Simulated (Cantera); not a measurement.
## Stirred combustor or abatement burner

A perfectly stirred reactor is fed with 4.18 % CH₄, 0.393 % C₂H₆, 0.251 % C₃H₈, 13.3 % O₂, 81.9 % N₂, equivalence ratio 0.83, at 4.60 bar; it is adiabatic with a 575 K inlet, and is followed from long to short residence time, starting on the burning branch (τ in s: 0.43, 0.1, 0.024, 0.0056, 0.0013, 0.00031, 7.2e-05, 1.7e-05, 4e-06).

Model: GRI-Mech 3.0 (53 species, 325 reactions), integrated in Cantera.

```
τ (s)    T (K)     x CH₄   x C₂H₆   x C₃H₈      x CO       x O    x NO₂     x C₂H
-------  -----  --------  -------  -------  --------  --------  -------  --------
0.43      1804   1.67e-6  2.62e-8  1.42e-8   9.45e-5   1.44e-5  7.40e-8  1.46e-10
0.10      1802   4.85e-6  8.82e-8  5.08e-8  0.000218   2.68e-5  6.03e-8  4.84e-10
0.024     1798   1.26e-5  2.62e-7  1.61e-7  0.000541   5.83e-5  6.39e-8   1.36e-9
0.0056    1787   3.30e-5  7.52e-7  4.76e-7   0.00138  0.000135  6.09e-8   3.37e-9
0.0013    1762   9.15e-5  2.16e-6  1.35e-6   0.00347  0.000299  4.78e-8   7.03e-9
0.00031   1705  0.000306  7.13e-6  4.16e-6   0.00867  0.000526  3.15e-8   1.16e-8
7.2e-5     575    0.0418  0.00393  0.00251    <1e-12    <1e-12   <1e-12    <1e-12
1.7e-5     575    0.0418  0.00393  0.00251    <1e-12    <1e-12   <1e-12    <1e-12
4.0e-6     575    0.0418  0.00393  0.00251    <1e-12    <1e-12   <1e-12    <1e-12
```
x: mole fraction; the columns are a selection and need not sum to one.
